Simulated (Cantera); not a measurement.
Feed: 1 mol TiCl4, 0.27 mol H2O, equilibrated at 133 Pa.

Equilibrium computed with Cantera from the NASA thermochemical tables; the gas is ideal and each condensed phase is pure. Candidate condensed phases: H2O, Ti, TiCl2, TiCl3, TiCl4, TiO, TiO2, Ti2O3, Ti3O5, Ti4O7; 23 gas species. The tables' values for TiCl2 are old estimates; treat these amounts as uncertain. The numbers say what is thermodynamically allowed, not how fast it happens. All values below are at 1350 °C.

Base state: TiCl4 0.435, HCl 0.342, TiCl3 0.111, Cl 0.109, TiOCl2 0.00155, Cl2 0.00101, TiCl2 8.85e-5, H2 2.17e-5 (mole fractions); condensed: TiO2(rutile).

### Question
What changes in the equilibrium state with this change: pressure from 133 Pa to 91000 Pa?

### Answer
```tsv
species	before	after
TiCl4	0.435	0.607
HCl	0.342	0.382
TiCl3	0.111	0.00602
Cl	0.109	0.00412
TiCl2	8.85e-5	1.86e-7
H2O	5.92e-6	0.000164
TiOCl2	0.00155	6.99e-5
H2	2.17e-5	2.80e-5
TiO2(rutile), mol	0.134	0.135
```

### Question
What changes in the equilibrium state with this change: pressure from 133 Pa to 10000 Pa?

### Answer
```tsv
species	before	after
TiCl4	0.435	0.590
HCl	0.342	0.378
TiCl3	0.111	0.0160
Cl	0.109	0.0137
TiCl2	8.85e-5	1.36e-6
H2O	5.92e-6	5.40e-5
TiOCl2	0.00155	0.000208
TiO2(rutile), mol	0.134	0.135
```
